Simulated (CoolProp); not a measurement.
Ammonia along the isotherm 451.85 °C: Z from the reference equation and from simpler models built on Tc = 132.4 °C, pc = 11.36 MPa, ω = 0.256; each cubic takes its own stable root.

Computed with CoolProp (reference Helmholtz-energy equation of state, Gao 2020).

```
p (MPa)          phase  reference
-------  -------------  ---------
6.25               gas     0.9815
12.5     supercritical     0.9649
18.8     supercritical     0.9506
25       supercritical     0.9392
31.2     supercritical     0.9305
37.5     supercritical     0.9247
43.8     supercritical     0.9218
50       supercritical     0.9219
56.2     supercritical     0.9247
62.5     supercritical     0.9305
68.8     supercritical     0.9390
75       supercritical     0.9498
81.2     supercritical     0.9628
87.5     supercritical     0.9779
93.8     supercritical     0.9947
100      supercritical      1.012
```

**Question.** How far does each simpler model (Redlich-Kwong, Peng-Robinson) lie from the reference over these 16 states: mean and median of the absolute difference, and the worst?

**Answer.** 
- Redlich-Kwong: mean 2.5 %, median 2.1 %, worst +6.0 % at 451.85 °C and 100 MPa
- Peng-Robinson: mean 6.0 %, median 6.6 %, worst +10.7 % at 451.85 °C and 100 MPa
